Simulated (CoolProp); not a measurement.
Vapour-liquid equilibrium of sulfur hexafluoride (1) + CH2F2 (R32) (2) at 0.917 MPa; x and y are mole fractions of (1).

The numbers come from the multi-fluid Helmholtz-energy mixture model, Guder 2009 and Tillner-Roth 1997; pair parameters Bell 2016 in CoolProp.

**Question.** Give the bubble temperature and the first vapour's composition at x = 0.35, 0.65, 0.95. Is there an azeotrope?

**Answer.** x = 0.35: -19.7 °C, y = 0.586; x = 0.65: -20.2 °C, y = 0.627; x = 0.95: -14.6 °C, y = 0.870. y crosses x between x = 0.5 and 0.65: the model has an azeotrope there.

Pair parameters are fitted to limited data, so mixtures are less certain than the pure fluids. With so large a gap from Raoult's law the liquid may split in two, which this calculation doesn't test in full.
